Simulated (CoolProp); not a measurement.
Vapour pressure (MPa) of n-hexane: the reference equation beside estimates from Tc = 507.8 K, pc = 3.044 MPa, ω = 0.300. Clausius-Clapeyron is anchored at 266.3 K with a constant enthalpy of vaporisation of 33.37 kJ/mol.

Values from CoolProp's reference Helmholtz-energy equation of state, Thol 2019.

```
T (K)  reference  Lee-Kesler  Clausius-Clapeyron  van der Waals  Redlich-Kwong  Soave-Redlich-Kwong  Peng-Robinson
-----  ---------  ----------  ------------------  -------------  -------------  -------------------  -------------
266.3   0.004139    0.003929            0.004139         0.1160        0.01300             0.004025       0.004291
281     0.009067    0.008692            0.009107         0.1630        0.02525             0.008850       0.009269
295.7    0.01811     0.01754             0.01852         0.2220        0.04519              0.01776        0.01833
310.5    0.03361     0.03287             0.03538         0.2946        0.07580              0.03311        0.03378
325.2    0.05816     0.05739             0.06346         0.3813         0.1197              0.05757        0.05820
339.9    0.09522     0.09465              0.1082         0.4836         0.1802              0.09470        0.09502
354.7     0.1491      0.1491              0.1771         0.6035         0.2613               0.1490         0.1486
369.4     0.2235      0.2243              0.2779         0.7403         0.3651               0.2242         0.2227
384.1     0.3234      0.3255              0.4211         0.8957         0.4954               0.3258         0.3225
398.8     0.4541      0.4575              0.6190          1.071         0.6553               0.4590         0.4534
413.6     0.6224      0.6271              0.8874          1.267         0.8492               0.6310         0.6226
428.3     0.8320      0.8377               1.238          1.483          1.078               0.8455         0.8341
443        1.091       1.097               1.690          1.721          1.344                1.110          1.096
457.8      1.408       1.414               2.265          1.984          1.654                1.433          1.417
472.5      1.787       1.794               2.975          2.267          2.006                1.818          1.801
```

Absolute difference from the reference over all 15 rows, mean and median: Lee-Kesler 1.4 and 0.7 %, Clausius-Clapeyron 27.6 and 24.3 %, van der Waals 561.5 and 231.2 %, Redlich-Kwong 81.2 and 63.4 %, Soave-Redlich-Kwong 1.4 and 1.5 %, Peng-Robinson 0.7 and 0.4 %.
